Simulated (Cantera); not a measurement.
Input: 1 mol CF4, 0.025 mol Si, 0.91 mol H2, equilibrated at 1948.15 K and 1.00 bar.

These are equilibrium values from Cantera (NASA tables, ideal gas, pure condensed phases), not measurements of a reactor. Candidate condensed phases: C, C6H6, C7H8, C8H18, Si, SiC; 113 gas species. Gases not in the tables: C2F6 and larger saturated fluorocarbons. Rates play no part.

Base state: HF 0.768, CF4 0.217, SiF4 0.0105, CF2 0.00334, CF3 0.000644, F 0.000464, CHF3 3.54e-5 (mole fractions); condensed: C(graphite).

### Question
What changes in the equilibrium state with this change: CF4 replaced by CH2F2?

### Answer
| species | before | after |
|---|---|---|
| HF | 0.768 | 0.659 |
| H2 | 3.84e-7 | 0.332 |
| SiF4 | 0.0105 | 0.00841 |
| CF4 | 0.217 | <1e-9 |
| CF2 | 0.00334 | 2.84e-9 |
| CF3 | 0.000644 | <1e-9 |
| C(graphite), mol | 0.476 | 0.999 |
The tables' values for SiF3 are old estimates; treat these amounts as uncertain.
